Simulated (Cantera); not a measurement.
An isothermal, constant-pressure homogeneous reactor starts with NH3 : N2 : H2 = 1 : 0.95 : 0.017 (molar parts), at 2225 K and 2200 Pa.

Cantera simulation using the gas-phase N/H chemistry of the illustrative SiF4/NH3 mechanism in the Surface Chemkin manual (1991); the numbers are that mechanism's predictions, not measurements. Walls and surfaces, which speed up NH3 decomposition in real reactors, are not modelled.

x: mole fraction; the columns are a selection and need not sum to one.

```tsv
t (s)	x NH3	x N2H2	x NH	x N2H4	x NH2
5.00e-6	0.508	5.45e-12	1.45e-10	<1e-12	(withheld)
1.61e-5	0.508	2.09e-10	2.64e-9	1.70e-12	(withheld)
5.15e-5	0.508	4.72e-9	3.93e-8	2.18e-11	(withheld)
0.000165	0.508	7.23e-8	6.20e-7	2.37e-10	(withheld)
0.000531	0.507	1.08e-6	7.31e-6	2.37e-9	(withheld)
0.00171	0.503	9.00e-6	3.23e-5	1.51e-8	(withheld)
0.00548	0.486	1.33e-5	4.87e-5	1.92e-8	(withheld)
0.0176	0.434	1.12e-5	5.86e-5	1.32e-8	(withheld)
0.0565	0.310	7.06e-6	6.24e-5	6.76e-9	(withheld)
0.181	0.122	2.22e-6	4.84e-5	1.68e-9	(withheld)
0.582	0.0107	1.42e-7	2.06e-5	5.75e-11	(withheld)
1.87	4.30e-6	6.03e-12	4.90e-7	<1e-12	(withheld)
6.00	1.17e-7	<1e-12	3.45e-8	<1e-12	(withheld)
```

Task: What belongs in the gaps?

Result: 
- 5.00e-6, x NH2: 8.29e-6
- 1.61e-5, x NH2: 3.14e-5
- 5.15e-5, x NH2: 0.000107
- 0.000165, x NH2: 0.000347
- 0.000531, x NH2: 0.00109
- 0.00171, x NH2: 0.00276
- 0.00548, x NH2: 0.00310
- 0.0176, x NH2: 0.00257
- 0.0565, x NH2: 0.00184
- 0.181, x NH2: 0.000920
- 0.582, x NH2: 0.000170
- 1.87, x NH2: 5.22e-7
- 6.00, x NH2: 2.28e-8
